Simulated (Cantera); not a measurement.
Input: 1 mol Al, a varied amount of HCl, 2 mol H₂, at 802 °C and 0.760 bar.

Equilibrium computed with Cantera from the NASA thermochemical tables; the gas is ideal and each condensed phase is pure. Candidate condensed phases: Al, AlCl₃; 12 gas species. The numbers say what is thermodynamically allowed, not how fast it happens.

Which condensed phases are stable at each of these points (n(HCl) (mol)): 1.2, 1.5, 1.9, 2.3, 2.9, 3.7, 4.6, 5.8, 7.3, 9.1?


```
n(HCl) (mol)  condensed phases  Al condensed (%)
------------  ----------------  ----------------
1.2                      Al(l)              57.7
1.5                      Al(l)              47.3
1.9                      Al(l)              33.5
2.3                      Al(l)              19.8
2.9                   gas only               0.0
3.7                   gas only               0.0
4.6                   gas only               0.0
5.8                   gas only               0.0
7.3                   gas only               0.0
9.1                   gas only               0.0
```

From 1.2 mol HCl to 2.3 mol HCl the condensed part is Al(l). From 2.9 mol HCl to 9.1 mol HCl nothing is condensed.
